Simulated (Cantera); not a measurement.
**TiO2 + HCl + H2 (chemical vapour transport)**

Input: 1 mol TiO2, 1.7 mol HCl, 3 mol H2, equilibrated at 1275 K and 75.0 Torr.

Method: chemical equilibrium by Gibbs-energy minimisation in Cantera with the NASA 1993 tables (ideal gas, pure condensed phases). Candidate condensed phases: H2O, Ti, TiCl2, TiCl3, TiCl4, TiO, TiO2, Ti2O3, Ti3O5, Ti4O7; 23 gas species. Mutual solubility and eutectic melting of coexisting phases are not modelled. Condensed phases not in the tables: Magnéli phases beyond Ti4O7. The numbers say what is thermodynamically allowed, not how fast it happens.

```json
{
  "x(H2)": "0.638",
  "x(HCl)": "0.361",
  "x(H2O)": "0.00149",
  "x(TiCl4)": "0.000212",
  "x(TiCl3)": "8.08e-5",
  "x(H)": "1.86e-6",
  "n(TiO2(rutile))": "0.982 mol",
  "n(Ti4O7(s))": "0.00427 mol",
  "gas_amount": "4.699 mol",
  "log10 activity of Ti3O5(s) (absent)": "-0.18",
  "log10 activity of Ti2O3(s) (absent)": "-0.64",
  "log10 activity of TiCl4(l) (absent)": "-6.72"
}
```
